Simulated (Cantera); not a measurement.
Feed: 1 mol SiC, 0.051 mol H₂O, 25 mol H₂, equilibrated at 0.110 Pa.

Cantera equilibrium calculation (NASA polynomials, part measured and part estimated; ideal gas, pure solids and liquids). Candidate condensed phases: C, C₆H₆, C₇H₈, C₈H₁₈, H₂O, Si, SiC, SiO₂; 123 gas species. Equilibrium is a limit: real reactors are often held back by kinetics, nucleation or transport.

x: gas mole fraction; n: condensed amount in mol.

```tsv
T (K)	x H₂	x H	x Si	x CO	x SiC₂	n SiC(s)	n C(graphite)
1573	0.958	0.0379	0.00183	0.00192	3.95e-7	0.951	[?]
1648	0.914	0.0812	0.00289	0.00194	1.59e-5	0.923	[?]
1723	0.825	0.158	0.0149	0.00183	0.000136	0.577	[?]
1798	0.687	0.278	0.0322	0.00168	0.000463	0	0.909
1873	0.523	0.445	0.0290	0.00152	0.000637	0	0.893
1948	0.342	0.630	0.0254	0.00134	0.000819	0	0.870
2023	0.189	0.787	0.0222	0.00119	0.00102	0	0.837
2098	0.0911	0.886	0.0200	0.00109	0.00128	0	[?]
2173	0.0413	0.935	0.0187	0.00104	0.00162	0	[?]
```

**Question.** Some entries are withheld; supply them.

**Answer.** 
- 1573, n C(graphite): 0
- 1648, n C(graphite): 0.0231
- 1723, n C(graphite): 0.358
- 2098, n C(graphite): 0.766
- 2173, n C(graphite): 0.535
